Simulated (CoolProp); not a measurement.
Vapour-liquid equilibrium of ethylene (1) + propylene (2) at -36.85 °C; x and y are mole fractions of (1).

Values from CoolProp's multi-fluid Helmholtz-energy mixture model, Smukala 2000 and Lemmon 2013; pair parameters Bell 2016.

Give the bubble pressure and the first vapour's composition at x = 0.25, 0.65, 0.85. Is there an azeotrope?

x = 0.25: 0.5028 MPa, y = 0.733; x = 0.65: 1.056 MPa, y = 0.925; x = 0.85: 1.348 MPa, y = 0.970. No azeotrope shows between x = 0.05 and 0.95.

The pair parameters rest on a limited set of measurements; away from them the model extrapolates.
